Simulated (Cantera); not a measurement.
A closed system holds: 1 mol Ni, 0.5 mol H2S, a varied amount of N2, at 1500 K and 0.0250 bar.

Equilibrium computed with Cantera from the NASA thermochemical tables; the gas is ideal and each condensed phase is pure. Candidate condensed phases: Ni, NiS, NiS2, Ni3S2, Ni3S4, S; 17 gas species. Metal and sulfide melt together well below either melting point, which pure phases cannot show. Mutual solubility and eutectic melting of coexisting phases are not modelled. Equilibrium is a limit: real reactors are often held back by kinetics, nucleation or transport.

log p: log10 of the partial pressure in bar; n: condensed amount in mol.

| n(N2) (mol) | log p N2 | log p H2 | log p H2S | log p S2 | n Ni(s) | n Ni3S2(l) |
|---|---|---|---|---|---|---|
| 2.7 | -1.68 | -2.41 | -4.32 | -4.94 | 0.264 | 0.245 |
| 3.9 | -1.65 | -2.55 | -4.46 | -4.94 | 0.266 | 0.245 |
| 5.7 | -1.64 | -2.70 | -4.61 | -4.94 | 0.269 | 0.244 |
| 8.4 | -1.63 | -2.86 | -4.77 | -4.94 | 0.272 | 0.242 |
| 12 | -1.62 | -3.01 | -4.92 | -4.94 | 0.278 | 0.241 |
| 18 | -1.61 | -3.18 | -5.09 | -4.94 | 0.286 | 0.238 |
| 26 | -1.61 | -3.33 | -5.24 | -4.94 | 0.298 | 0.234 |
| 38 | -1.61 | -3.49 | -5.41 | -4.94 | 0.315 | 0.228 |
| 56 | -1.61 | (withheld) | (withheld) | -4.94 | 0.340 | 0.220 |
| 82 | -1.60 | -3.83 | -5.74 | -4.94 | 0.376 | 0.208 |
| 120 | -1.60 | (withheld) | (withheld) | -4.94 | (withheld) | (withheld) |
| 180 | -1.60 | -4.17 | -6.08 | -4.94 | 0.513 | 0.162 |
| 260 | -1.60 | -4.33 | -6.24 | -4.94 | 0.625 | 0.125 |

What belongs in the gaps?


- 56, log p H2: -3.66
- 56, log p H2S: -5.57
- 120, log p H2: -3.99
- 120, log p H2S: -5.90
- 120, n Ni(s): 0.430
- 120, n Ni3S2(l): 0.190
